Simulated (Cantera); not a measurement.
A closed system holds: 1 mol SiHCl3, 26 mol NH3, 0.79 mol H2.

Equilibrium computed with Cantera from the NASA thermochemical tables; the gas is ideal and each condensed phase is pure. Candidate condensed phases: NH4Cl, Si, Si3N4; 28 gas species. The tables' values for SiCl3 are old estimates. Kinetics and transport are ignored.

Stable condensed phases, one row left out:

```
T in K \ P in Pa
              5     21     85    350   1400   5900  24000 100000
   1673       A      A      A      A      B      B      B      B
   1598       A      A      A      B      B      B      B      B
   1523       A      A      B      B      B      B      B      B
   1448       A      B      B      B      B      B      B      B
   1298       B      B      B      B      B      B      B      B
   1223       B      B      B      B      B      B      B      B
   1148       B      B      B      B      B      B      B      B
   1073       B      B      B      B      B      B      B      B
    998       B      B      B      B      B      B      B      B
```

A: Si; B: Si3N4.

Problem. Give the row for 1373 K.

Solution. 5: Si3N4; 21: Si3N4; 85: Si3N4; 350: Si3N4; 1400: Si3N4; 5900: Si3N4; 24000: Si3N4; 100000: Si3N4.
